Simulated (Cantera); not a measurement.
A Cantera script and what it prints.

```python
import numpy as np
import cantera as ct

gas_names = """
    N ZrO2 O
""".split()
cond_names = """
    ZrN(s) ZrN(L)
""".split()


# ... load() reads the species with a 1 bar reference pressure and builds the phases ...
species = {s.name: s for s in load("nasa_gas.yaml", gas_names) + load("nasa_condensed.yaml", cond_names)}
# Each term lists the table entries of one substance; the one whose range holds T is used.
reactions = {
    'N(g) + ZrO2(g) = 2 O(g) + ZrN':
        [(-1, ['N']), (-1, ['ZrO2']), (2, ['O']), (1, ['ZrN(s)', 'ZrN(L)'])],
}


def pick(names, T):
    return next(species[n] for n in names if species[n].thermo.min_temp <= T <= species[n].thermo.max_temp)


results = []
for label, terms in reactions.items():
    print(label)
    print("     T/K   dH/kJ  dS/(J/K)   dG/kJ   log10 K")
    for T in [650, 725, 800, 875, 950, 1025, 1100, 1175, 1250, 1325, 1400]:
        used = [(nu, pick(names, T)) for nu, names in terms]
        dH = sum(nu * s.thermo.h(T) for nu, s in used) / 1e6
        dS = sum(nu * s.thermo.s(T) for nu, s in used) / 1e3
        dG = dH - T * dS / 1e3
        logK = -dG * 1e6 / (ct.gas_constant * T * np.log(10))
        results.append((label, T, dH, dS, dG, logK, [s.name for _, s in used]))
        print(f"{T:8g} {dH:8.1f} {dS:8.1f} {dG:8.1f} {logK:8.2f}")
```

Output:

```
N(g) + ZrO2(g) = 2 O(g) + ZrN
     T/K   dH/kJ  dS/(J/K)   dG/kJ   log10 K
     650    -47.4    -52.6    -13.2     1.06
     725    -46.1    -50.8     -9.3     0.67
     800    -44.8    -49.1     -5.5     0.36
     875    -43.6    -47.6     -1.9     0.11
     950    -42.3    -46.2      1.6    -0.09
    1025    -41.0    -44.9      5.0    -0.26
    1100    -39.6    -43.6      8.4    -0.40
    1175    -38.3    -42.4     11.6    -0.51
    1250    -36.9    -41.3     14.7    -0.62
    1325    -35.4    -40.2     17.8    -0.70
    1400    -34.0    -39.1     20.7    -0.77
```

Standard-state values (1 bar) from the NASA 1993 polynomials, evaluated with Cantera. ZrN: taken at fixed stoichiometry. Condensed species are held in their standard states even where they would react or evaporate.
